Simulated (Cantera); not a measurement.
Cantera run:

```python
import numpy as np
import cantera as ct

gas_names = """
    H H2 N NH NH2 NH3 N2 N2H2 N2H4 Si SiH SiH2 SiH3 SiH4 SiN Si2 Si2N Si3
""".split()
cond_names = """
    Si(cr) Si(L) Si3N4(a)
""".split()


# ... load() reads the species with a 1 bar reference pressure and builds the phases ...
atoms = {
    'Si3N4': {'Si': 3, 'N': 4},
    'Si': {'Si': 1},
    'H2': {'H': 2},
}
top_T = {'Si3N4(a)': 2400}  # K; cautious upper limits of use, not melting points


# ... equilibrate(T, P, feed) seeds the gas with the atoms and calls Mixture.equilibrate('TP', solver="vcs", rtol=1e-11, max_steps=5000) ...
results = []
feed = {'Si3N4': 1, 'Si': 0.37, 'H2': 0.048}  # mol
P = 20000  # Pa
for T in [2223, 2248, 2273, 2298, 2323, 2348, 2373, 2398, 2423, 2448, 2473, 2498, 2523]:
    mix = equilibrate(T, P, feed)
    results.append((T, P, feed, dict(zip(mix.species_names, mix.species_moles))))
    x = sorted(zip(gas.X, gas.species_names), reverse=True)
    print(f"T = {T:g} K  P = {P:g} Pa  gas = {mix.phase_moles(0):.4g} mol")
    print("   x: " + "  ".join(f"{s} {v:.3e}" for v, s in x if v > 1e-06))
    print("   condensed (mol): " + ("  ".join(f"{mix.phase(i).name} {mix.phase_moles(i):.4g}"
          for i in range(1, mix.n_phases) if mix.phase_moles(i) > 1e-12) or "none"))
```

Result:

```
T = 2223 K  P = 20000 Pa  gas = 2.055 mol
   x: N2 9.729e-01  H2 2.224e-02  Si 2.299e-03  H 2.136e-03  Si2N 1.775e-04  SiN 1.637e-04  SiH 6.492e-05  Si2 3.849e-05  Si3 7.442e-06  SiH2 7.378e-06
   condensed (mol): Si(L) 3.364
T = 2248 K  P = 20000 Pa  gas = 2.057 mol
   x: N2 9.720e-01  H2 2.207e-02  Si 2.907e-03  H 2.440e-03  Si2N 2.098e-04  SiN 1.973e-04  SiH 7.799e-05  Si2 5.103e-05  Si3 9.761e-06  SiH2 8.197e-06
   condensed (mol): Si(L) 3.362
T = 2273 K  P = 20000 Pa  gas = 2.059 mol
   x: N2 9.710e-01  H2 2.187e-02  Si 3.657e-03  H 2.778e-03  Si2N 2.470e-04  SiN 2.368e-04  SiH 9.326e-05  Si2 6.722e-05  Si3 1.272e-05  SiH2 9.075e-06
   condensed (mol): Si(L) 3.36
T = 2298 K  P = 20000 Pa  gas = 2.062 mol
   x: N2 9.698e-01  H2 2.164e-02  Si 4.577e-03  H 3.151e-03  Si2N 2.897e-04  SiN 2.831e-04  SiH 1.110e-04  Si2 8.801e-05  Si3 1.648e-05  SiH2 1.001e-05
   condensed (mol): Si(L) 3.358
T = 2323 K  P = 20000 Pa  gas = 2.065 mol
   x: N2 9.684e-01  H2 2.139e-02  Si 5.700e-03  H 3.562e-03  Si2N 3.385e-04  SiN 3.370e-04  SiH 1.315e-04  Si2 1.145e-04  Si3 2.123e-05  SiH2 1.100e-05
   condensed (mol): Si(L) 3.355
T = 2348 K  P = 20000 Pa  gas = 2.068 mol
   x: N2 9.667e-01  H2 2.111e-02  Si 7.065e-03  H 4.012e-03  SiN 3.996e-04  Si2N 3.941e-04  SiH 1.550e-04  Si2 1.482e-04  Si3 2.719e-05  SiH2 1.204e-05
   condensed (mol): Si(L) 3.352
T = 2373 K  P = 20000 Pa  gas = 2.072 mol
   x: N2 9.646e-01  H2 2.081e-02  Si 8.717e-03  H 4.505e-03  SiN 4.721e-04  Si2N 4.571e-04  Si2 1.907e-04  SiH 1.820e-04  Si3 3.463e-05  SiH2 1.313e-05
   condensed (mol): Si(L) 3.348
T = 2398 K  P = 20000 Pa  gas = 2.077 mol
   x: N2 9.622e-01  H2 2.046e-02  Si 1.071e-02  H 5.040e-03  SiN 5.556e-04  Si2N 5.285e-04  Si2 2.441e-04  SiH 2.127e-04  Si3 4.388e-05  SiH2 1.426e-05
   condensed (mol): Si(L) 3.343
T = 2423 K  P = 20000 Pa  gas = 2.083 mol
   x: N2 9.593e-01  H2 2.009e-02  Si 1.310e-02  H 5.620e-03  SiN 6.515e-04  Si2N 6.089e-04  Si2 3.108e-04  SiH 2.475e-04  Si3 5.532e-05  SiH2 1.543e-05
   condensed (mol): Si(L) 3.337
T = 2448 K  P = 20000 Pa  gas = 2.091 mol
   x: N2 9.559e-01  H2 1.968e-02  Si 1.595e-02  H 6.244e-03  SiN 7.612e-04  Si2N 6.992e-04  Si2 3.936e-04  SiH 2.866e-04  Si3 6.939e-05  SiH2 1.662e-05
   condensed (mol): Si(L) 3.329
T = 2473 K  P = 20000 Pa  gas = 2.099 mol
   x: N2 9.519e-01  Si 1.935e-02  H2 1.923e-02  H 6.914e-03  SiN 8.862e-04  Si2N 8.003e-04  Si2 4.962e-04  SiH 3.305e-04  Si3 8.663e-05  SiH2 1.782e-05
   condensed (mol): Si(L) 3.321
T = 2498 K  P = 20000 Pa  gas = 2.109 mol
   x: N2 9.472e-01  Si 2.338e-02  H2 1.873e-02  H 7.627e-03  SiN 1.028e-03  Si2N 9.130e-04  Si2 6.224e-04  SiH 3.794e-04  Si3 1.076e-04  SiH2 1.902e-05
   condensed (mol): Si(L) 3.311
T = 2523 K  P = 20000 Pa  gas = 2.121 mol
   x: N2 9.417e-01  Si 2.815e-02  H2 1.820e-02  H 8.384e-03  SiN 1.189e-03  Si2N 1.038e-03  Si2 7.772e-04  SiH 4.334e-04  Si3 1.332e-04  SiH2 2.020e-05
   condensed (mol): Si(L) 3.298
```

Method: chemical equilibrium by Gibbs-energy minimisation in Cantera with the NASA 1993 tables (ideal gas, pure condensed phases). The tables' values for SiN are old estimates; treat these amounts as uncertain. Gases not in the tables: Si2H6 and higher silanes.
